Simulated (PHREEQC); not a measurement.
0.018 g of hydrous ferric oxide (600 m²/g; 0.2 weak and 0.005 strong sites per Fe, Dzombak-Morel constants, diffuse double layer) in 1 kg of water with 0.3 mol/kgw of an inert sodium salt, at 25 °C; the pH is set by adding NaOH or the inert anion's acid. Oxygen alone is held at its pressure in air (log pO2 = -0.68). The system is closed to CO2. Nothing may precipitate in this run.

Base run: PHREEQC, ion-association model, wateq4f.dat. Each further column changes one thing. The table gives surface charge σ (C/m²).

| pH | base | background salt from 0.3 to 0.03 mol/kgw | oxide from 0.018 to 0.09 g/kgw | 8.2e-06 mol/kgw Na2SO4 added |
|---|---|---|---|---|
| 3 | 0.368 | 0.350 | 0.368 | 0.337 |
| 3.67 | 0.359 | 0.305 | 0.359 | 0.330 |
| 5 | 0.269 | 0.157 | 0.269 | 0.258 |
| 5.67 | 0.191 | 0.097 | 0.191 | 0.187 |
| 6.33 | 0.121 | 0.056 | 0.121 | 0.120 |
| 7.67 | 0.024 | 0.009 | 0.024 | 0.024 |
| 8.33 | -0.012 | -0.005 | -0.012 | -0.012 |
| 9 | -0.051 | -0.021 | -0.051 | -0.051 |
| 10.33 | -0.166 | -0.082 | -0.166 | -0.166 |
| 11 | -0.244 | -0.137 | -0.244 | -0.244 |

The oxide is taken as insoluble; below pH 4 it would dissolve.
